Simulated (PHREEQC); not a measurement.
**Spent oxide etchant (model solution)**

Dissolve 15 mmol/kgw NH4HF2, 0.081 mmol/kgw H2SiF6 and 3.74 mmol/kgw H3BO3 at 20 °C. Closed to the air; pH follows from the charge balance.

Equilibrium calculation in PHREEQC: ion-association model, phreeqc.dat.

| Quantity | Value |
|---|---|
| pH | 3.53 |
| ionic strength | 0.0154 mol/kgw |
| total alkalinity | -15.5 meq/kg |

```json
[
 {"species": "NH4+", "molality": "0.0150", "activity": "0.0132", "log γ": "-0.057"},
 {"species": "F-", "molality": "0.0113", "activity": "0.00997", "log γ": "-0.055"},
 {"species": "HF", "molality": "0.00404", "activity": "0.00406", "log γ": "0.002"},
 {"species": "BF4-", "molality": "0.00333", "activity": "0.00295", "log γ": "-0.054"},
 {"species": "H+", "molality": "0.000330", "activity": "0.000297", "log γ": "-0.046"},
 {"species": "BF3OH-", "molality": "0.000275", "activity": "0.000243", "log γ": "-0.054"},
 {"species": "HF2-", "molality": "0.000168", "activity": "0.000149", "log γ": "-0.054"},
 {"species": "SiF6-2", "molality": "8.10e-5", "activity": "5.01e-5", "log γ": "-0.209"},
 {"species": "BF2(OH)2-", "molality": "7.71e-5", "activity": "6.82e-5", "log γ": "-0.054"}
]
```

Precipitation was switched off in this run. SiF6-2 is the database's only silicon fluoride. Real BF4- forms and hydrolyses slowly; the run takes it at equilibrium.
